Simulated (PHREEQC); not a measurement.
1 kg of water holding 0.049 mol/kgw KCl and 0.099 mol/kgw K2CO3 is evaporated at 25 °C; the solids stay in contact with the brine. CO2 from the air is kept out. Solids allowed: Kalicinite, Sylvite. Others were left out.

Model: Pitzer model, pitzer.dat, run in PHREEQC.

**Question.** Predict ionic strength at water left (kg) = 0.5552, 0.06423, 0.01984.

**Answer.** 
```json
[
 {"water left (kg)": "0.5552", "ionic strength": "0.619"},
 {"water left (kg)": "0.06423", "ionic strength": "5.38"},
 {"water left (kg)": "0.01984", "ionic strength": "16.1"}
]
```

Complexes and solids missing from the database can't appear.
